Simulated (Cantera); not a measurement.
Cantera with NASA thermochemical tables; ideal gases at 1 bar, condensed phases pure. Values are per mole of reaction as written; species without (g) are pure solids or liquids, kept so even where they would boil at 1 bar. NbO: taken at fixed stoichiometry.

Task: Between 2275 and 2400 K, where is each reaction favourable under standard conditions?
- N(g) + NbO2 → NO(g) + NbO

Result: 
- N(g) + NbO2 → NO(g) + NbO: ΔG° is -75 kJ at 2275 K and -76 kJ at 2400 K; it stays negative (K > 1). ΔH° is -45 kJ and ΔS° 13 J/K at 2400 K.
